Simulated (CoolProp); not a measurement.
Saturation properties of methanol (Tc = 513.4 K, pc = 82.16 bar, ω = 0.565).

Values from CoolProp's reference Helmholtz-energy equation of state, de Reuck 1993.

| T (K) | p (bar) | liquid density (kg/m³) | vapour density (kg/m³) | enthalpy of vaporisation (kJ/kg) | liquid conductivity (mW/(m K)) |
|---|---|---|---|---|---|
| 292.7 | 0.1272 | 791.3 | 0.1712 | 1177 | 201 |
| 297.4 | 0.1633 | 786.9 | 0.2168 | 1170 | 200 |
| 302 | 0.2068 | 782.6 | 0.2711 | 1163 | 199 |
| 306.6 | 0.2599 | 778.3 | 0.3365 | 1156 | 199 |
| 311.2 | 0.3241 | 773.9 | 0.4146 | 1148 | 198 |
| 315.8 | 0.4014 | 769.6 | 0.5076 | 1141 | 197 |
| 320.4 | 0.4936 | 765.2 | 0.6173 | 1133 | 196 |
| 325 | 0.6031 | 760.7 | 0.7463 | 1125 | 195 |
| 329.6 | 0.7323 | 756.3 | 0.8970 | 1116 | 194 |
| 334.2 | 0.8838 | 751.8 | 1.072 | 1108 | 193 |
| 338.9 | 1.065 | 747.1 | 1.280 | 1099 | 192 |
| 343.5 | 1.271 | 742.5 | 1.514 | 1089 | 191 |
| 348.1 | 1.509 | 737.8 | 1.783 | 1080 | 191 |

It boils at 337.6 K under 1 atm.

Thermal conductivity comes from a separate model (Sykioti 2013).
